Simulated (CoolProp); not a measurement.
Saturation properties of carbon dioxide.

Values from CoolProp's reference Helmholtz-energy equation of state, Span 1996.

```tsv
T (°C)	p (bar)	liquid density (kg/m³)	liquid cp (kJ/(kg K))	vapour Z	vapour viscosity (µPa s)	liquid conductivity (mW/(m K))
-51.45	6.430	1160	1.967	0.9069	11.1	171
-47.35	7.588	1145	1.980	0.8955	11.4	166
-43.35	8.862	1129	1.996	0.8836	11.6	161
-39.35	10.29	1114	2.015	0.8709	11.8	156
-35.35	11.88	1098	2.037	0.8574	12.0	151
-31.25	13.69	1081	2.064	0.8425	12.2	146
-27.25	15.64	1064	2.095	0.8271	12.5	141
-23.25	17.79	1046	2.131	0.8107	12.7	137
-19.25	20.16	1028	2.174	0.7932	13.0	132
-15.15	22.81	1009	2.226	0.7742	13.3	127
-11.15	25.63	988.8	2.287	0.7544	13.6	122
-7.15	28.70	967.9	2.362	0.7332	13.9	118
```

Viscosity comes from a separate model (Laesecke 2017). Thermal conductivity comes from a separate model (Huber 2016).
